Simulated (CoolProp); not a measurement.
The numbers come from the reference Helmholtz-energy equation of state, Wu 2012 in CoolProp.

### Question
For fluoroethane (R161), give the phase and the Z, speed of sound (m/s), Joule-Thomson coefficient (K/MPa), isothermal compressibility (1/MPa) at 148.2 K and 1900 kPa; 348.6 K and 5000 kPa.

### Answer
- 148.2 K and 1900 kPa: liquid; Z 0.0793, speed of sound 1640, Joule-Thomson coefficient -0.408, isothermal compressibility 0.000543
- 348.6 K and 5000 kPa: liquid; Z 0.139, speed of sound 394, Joule-Thomson coefficient 0.649, isothermal compressibility 0.0182
